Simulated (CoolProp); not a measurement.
The numbers come from the reference Helmholtz-energy equation of state, Lemmon 2006 in CoolProp. It is a short technical equation, of lower accuracy than the large ones.

### Question
For C2F6 (R116), give the phase and the Z, cp (kJ/(kg K)), viscosity (µPa s) at 43.35 °C and 1350 kPa.

### Answer
- 43.35 °C and 1350 kPa: gas; Z 0.877, cp 0.869, viscosity 15.5

Viscosity comes from a separate model (Huber 2003), an estimate that may be off by 10 % or more.
